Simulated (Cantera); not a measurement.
An isothermal, constant-pressure homogeneous reactor starts with CH₄ : H₂O = 1 : 2.7 (molar parts), at 1775 K and 4.70 bar.

Model: GRI-Mech 3.0 (53 species, 325 reactions), integrated in Cantera.

x: mole fraction; the columns are a selection and need not sum to one.

```csv
t (s),x CH₄,x H₂O,x O,x C₂H₄,x H,x CH₂O
7.00e-6,0.269,0.729,8.85e-10,?,2.28e-6,1.85e-6
4.49e-5,0.259,0.727,2.96e-9,?,6.85e-6,4.54e-5
0.000288,0.199,0.693,2.08e-9,?,2.67e-5,6.01e-5
0.00185,0.0967,0.616,8.31e-10,0.00299,5.58e-5,1.75e-5
0.0118,0.0375,0.513,5.87e-10,0.00282,7.98e-5,4.52e-6
0.0759,0.0220,0.366,5.10e-10,?,9.20e-5,1.17e-6
0.486,0.00364,0.284,4.54e-10,?,9.84e-5,2.60e-7
3.12,9.77e-7,0.277,4.44e-10,3.15e-12,9.95e-5,1.65e-7
20.0,4.81e-7,0.277,4.44e-10,<1e-12,9.95e-5,1.65e-7
```

Q: Some entries are withheld; supply them.

A: 
- 7.00e-6, x C₂H₄: 5.20e-5
- 4.49e-5, x C₂H₄: 0.00221
- 0.000288, x C₂H₄: 0.00926
- 0.0759, x C₂H₄: 0.00122
- 0.486, x C₂H₄: 3.05e-5
